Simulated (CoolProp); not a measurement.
Propylene along the isobar 22.2 MPa: fugacity coefficient from the reference equation and from simpler models built on Tc = 91.1 °C, pc = 4.555 MPa, ω = 0.146; each cubic takes its own stable root.

Computed with CoolProp (reference Helmholtz-energy equation of state, Lemmon 2013).

```csv
T (°C),phase,reference
3.55,liquid,0.05222
23.45,liquid,0.08255
43.35,liquid,0.1211
63.25,liquid,0.1670
83.15,liquid,0.2192
103.05,supercritical,0.2760
122.85,supercritical,0.3352
142.75,supercritical,0.3956
162.65,supercritical,0.4553
182.55,supercritical,0.5127
202.45,supercritical,0.5669
222.35,supercritical,0.6172
242.15,supercritical,0.6631
262.05,supercritical,0.7050
281.95,supercritical,0.7430
301.85,supercritical,0.7773
```

Q: How far does each simpler model (van der Waals, Soave-Redlich-Kwong, Peng-Robinson) lie from the reference over these 16 states: mean and median of the absolute difference, and the worst?

A: 
- van der Waals: mean 34.7 %, median 9.4 %, worst +172.3 % at 3.55 °C and 22.2 MPa
- Soave-Redlich-Kwong: mean 7.1 %, median 7.2 %, worst +7.8 % at 122.85 °C and 22.2 MPa
- Peng-Robinson: mean 2.3 %, median 2.0 %, worst -4.1 % at 3.55 °C and 22.2 MPa
